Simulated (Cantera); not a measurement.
A Cantera script and what it prints.

```python
import numpy as np
import cantera as ct

gas_names = """
    CL2 SiO SiCL2 O2 Si
""".split()
cond_names = """

""".split()


def load(file, names, dense=False):
    # The tables refer to 1 bar. Condensed volumes are neglected.
    table = {s.name: s for s in ct.Species.list_from_file(file)}
    out = []
    for n in names:
        d = dict(table[n].input_data)
        d["thermo"] = dict(d["thermo"], **{"reference-pressure": 1e5})
        if dense:
            d["equation-of-state"] = {"model": "constant-volume", "density": "1e6 g/cm^3"}
        out.append(ct.Species.from_dict(d))
    return out


species = {s.name: s for s in load("nasa_gas.yaml", gas_names) + load("nasa_condensed.yaml", cond_names)}
# Each term lists the table entries of one substance; the one whose range holds T is used.
reactions = {
    '2 Cl2(g) + 2 SiO(g) = 2 SiCl2(g) + O2(g)':
        [(-2, ['CL2']), (-2, ['SiO']), (2, ['SiCL2']), (1, ['O2'])],
    '2 SiO(g) = O2(g) + 2 Si(g)':
        [(-2, ['SiO']), (1, ['O2']), (2, ['Si'])],
}


def pick(names, T):
    return next(species[n] for n in names if species[n].thermo.min_temp <= T <= species[n].thermo.max_temp)


results = []
for label, terms in reactions.items():
    print(label)
    print("     T/K   dH/kJ  dS/(J/K)   dG/kJ   log10 K")
    for T in [300, 1123, 1273, 1423, 1573, 1723, 1873, 2023, 2173, 2323, 2473]:
        used = [(nu, pick(names, T)) for nu, names in terms]
        dH = sum(nu * s.thermo.h(T) for nu, s in used) / 1e6
        dS = sum(nu * s.thermo.s(T) for nu, s in used) / 1e3
        dG = dH - T * dS / 1e3
        logK = -dG * 1e6 / (ct.gas_constant * T * np.log(10))
        results.append((label, T, dH, dS, dG, logK, [s.name for _, s in used]))
        print(f"{T:8g} {dH:8.1f} {dS:8.1f} {dG:8.1f} {logK:8.2f}")
```

Result:

```
2 Cl2(g) + 2 SiO(g) = 2 SiCl2(g) + O2(g)
     T/K   dH/kJ  dS/(J/K)   dG/kJ   log10 K
     300   -136.4   -101.5   -106.0    18.45
    1123   -133.0    -95.8    -25.4     1.18
    1273   -132.5    -95.3    -11.1     0.46
    1423   -131.9    -94.9      3.2    -0.12
    1573   -131.4    -94.6     17.4    -0.58
    1723   -131.0    -94.3     31.5    -0.96
    1873   -130.6    -94.1     45.7    -1.27
    2023   -130.2    -93.9     59.8    -1.54
    2173   -129.9    -93.8     73.8    -1.77
    2323   -129.7    -93.7     87.9    -1.98
    2473   -129.6    -93.6    101.9    -2.15
2 SiO(g) = O2(g) + 2 Si(g)
     T/K   dH/kJ  dS/(J/K)   dG/kJ   log10 K
     300   1100.9    118.0   1065.4  -185.51
    1123   1107.1    129.2    962.0   -44.74
    1273   1107.9    129.9    942.5   -38.67
    1423   1108.7    130.5    923.0   -33.88
    1573   1109.5    131.0    903.4   -30.00
    1723   1110.4    131.6    883.7   -26.79
    1873   1111.4    132.1    863.9   -24.09
    2023   1112.4    132.6    844.1   -21.79
    2173   1113.5    133.2    824.1   -19.81
    2323   1114.6    133.7    804.1   -18.08
    2473   1115.9    134.2    784.0   -16.56
```

Cantera with NASA thermochemical tables; ideal gases at 1 bar, condensed phases pure. Condensed species are held in their standard states even where they would react or evaporate.
